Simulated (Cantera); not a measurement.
## Dilute partial oxidation

An isothermal, constant-pressure homogeneous reactor starts with CH4 : O2 : N2 = 0.02 : 0.0038 : 1 (molar parts), equivalence ratio 11, at 1500 K and 3.10 bar.

Model: GRI-Mech 3.0 (53 species, 325 reactions), integrated in Cantera. GRI-Mech 3.0 stops at C3 and has no aromatics, soot or wall deposition, so with more carbon than oxygen in the feed, carbon stays in small species such as C2H2 where larger ones or solid carbon would form.

```
t (s)       x CH4      x O2     x HCO     x HCN    x H2O2      x H2     x CO2
--------  -------  --------  --------  --------  --------  --------  --------
1.00e-6    0.0195   0.00371    <1e-12    <1e-12  1.65e-12   5.59e-9    <1e-12
4.03e-6    0.0195   0.00371    <1e-12    <1e-12  1.90e-11   4.22e-8    <1e-12
1.63e-5    0.0195   0.00371    <1e-12    <1e-12  1.19e-10   2.03e-7    <1e-12
6.55e-5    0.0195   0.00371    <1e-12    <1e-12  4.05e-10   8.66e-7  3.34e-11
0.000264   0.0195   0.00371  3.61e-12    <1e-12  5.48e-10   3.80e-6   1.55e-9
0.00107    0.0195   0.00371  7.54e-11    <1e-12  4.28e-10   1.95e-5   4.15e-8
0.00430    0.0193   0.00366  7.08e-10  1.93e-12  5.98e-10  0.000134   5.85e-7
0.0173     0.0178   0.00326   2.22e-9  8.71e-11  9.72e-10   0.00141   1.08e-5
0.0698     0.0121  0.000769  5.82e-10   8.69e-9  4.45e-10   0.00817  0.000121
0.282     0.00876   8.65e-6  1.71e-11   2.04e-8  6.29e-12    0.0129  0.000178
1.14      0.00500    <1e-12  1.77e-11   2.84e-8    <1e-12    0.0187  0.000218
4.58      0.00202    <1e-12  2.41e-11   4.41e-8    <1e-12    0.0235  0.000198
18.5      0.00123    <1e-12  3.63e-11   7.58e-8    <1e-12    0.0265  0.000165
74.4      0.00108    <1e-12  5.54e-11   1.47e-7    <1e-12    0.0294   6.26e-5
300       0.00102    <1e-12  6.38e-11   3.72e-7    <1e-12    0.0306   1.01e-6
```
x: mole fraction; the columns are a selection and need not sum to one.

Equilibrium at this temperature and pressure: CH4 0.000325, O2 <1e-12, HCO 6.51e-11, HCN 0.0105, H2O2 <1e-12, H2 0.0318, CO2 2.62e-9 (gas phase only).
